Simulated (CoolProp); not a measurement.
The numbers come from the reference Helmholtz-energy equation of state, Wu 2012 in CoolProp.

For fluoroethane (R161), give the phase and the density (kg/m³), Joule-Thomson coefficient (K/MPa), isothermal compressibility (1/MPa), fugacity coefficient at -58.35 °C and 34.3 bar; -9.25 °C and 34.3 bar.


- -58.35 °C and 34.3 bar: liquid; density 850, Joule-Thomson coefficient -0.411, isothermal compressibility 0.00107, fugacity coefficient 0.0112
- -9.25 °C and 34.3 bar: liquid; density 780, Joule-Thomson coefficient -0.291, isothermal compressibility 0.00211, fugacity coefficient 0.0940
